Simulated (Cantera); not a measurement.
A closed system holds: 1 mol Si, 1.5 mol Cl₂, 13 mol H₂, held at 600 K and 8250 Torr.

These are equilibrium values from Cantera (NASA tables, ideal gas, pure condensed phases), not measurements of a reactor. Equilibrium is a limit: real reactors are often held back by kinetics, nucleation or transport.

```json
[
 {"species": "H₂", "before": "0.933", "after": "0.940"},
 {"species": "SiCl₄", "before": "0.0229", "after": "0.0394"},
 {"species": "SiHCl₃", "before": "0.0406", "after": "0.0202"},
 {"species": "SiH₃Cl", "before": "6.25e-5", "after": "2.59e-6"},
 {"species": "SiH₂Cl₂", "before": "0.00360", "after": "0.000518"},
 {"species": "HCl", "before": "1.45e-5", "after": "5.05e-5"},
 {"species": "Si(s), mol", "before": "0.0870", "after": "0.178"}
]
```
Gas species are given as mole fractions.

Q: Name the change that produced these shifts.
(A) Cl₂ from 1.5 to 0.64 mol
(B) temperature from 600 K to 1275 K
(C) Cl₂ from 1.5 to 0.88 mol
(D) pressure from 8250 Torr to 97.5 Torr

A: D, pressure from 8250 Torr to 97.5 Torr
